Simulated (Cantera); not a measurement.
An adiabatic, constant-pressure homogeneous reactor starts with CH4 : CO : O2 : N2 = 1 : 0.07 : 1.85 : 6.96 (molar parts), equivalence ratio 1.1, at 1650 K and 1.01 bar. Integrator tolerance rtol = 1e-08.

Model: GRI-Mech 3.0 (53 species, 325 reactions), integrated in Cantera.

Question: What does this change do: CH4 1 to 2.1 parts?

Answer: 
```
quantity                                                            before                                      after
---------------------------------  ---------------------------------------  -----------------------------------------
time of steepest temperature rise                                 0.321 ms                                   0.408 ms
temperature at 0.900 s                                              2803 K                                     2489 K
equilibrium temperature                                             2803 K                                     2489 K
x(CH4) at 0.900 s                    <1e-12 (gas-phase equilibrium <1e-12)  4.00e-11 (gas-phase equilibrium 4.49e-11)
x(CO) at 0.900 s                     0.0571 (gas-phase equilibrium 0.0571)        0.149 (gas-phase equilibrium 0.149)
x(O2) at 0.900 s                     0.0146 (gas-phase equilibrium 0.0146)    8.69e-6 (gas-phase equilibrium 8.69e-6)
x(N2O) at 0.900 s                  4.62e-7 (gas-phase equilibrium 4.62e-7)    5.36e-9 (gas-phase equilibrium 5.36e-9)
x(C2H6) at 0.900 s                   <1e-12 (gas-phase equilibrium <1e-12)      <1e-12 (gas-phase equilibrium <1e-12)
```
